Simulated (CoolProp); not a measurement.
Computed with CoolProp (reference Helmholtz-energy equation of state, Span 1996).

Q: For carbon dioxide, give the phase and the cv (kJ/(kg K)), speed of sound (m/s), conductivity (mW/(m K)) at 691.5 K and 7.38 bar; 691.5 K and 14.8 bar; 691.5 K and 22.1 bar.

A: 
- 691.5 K and 7.38 bar: gas; cv 0.934, speed of sound 397, conductivity 48.4
- 691.5 K and 14.8 bar: gas; cv 0.935, speed of sound 397, conductivity 48.6
- 691.5 K and 22.1 bar: gas; cv 0.936, speed of sound 398, conductivity 48.8

Thermal conductivity comes from a separate model (Huber 2016).
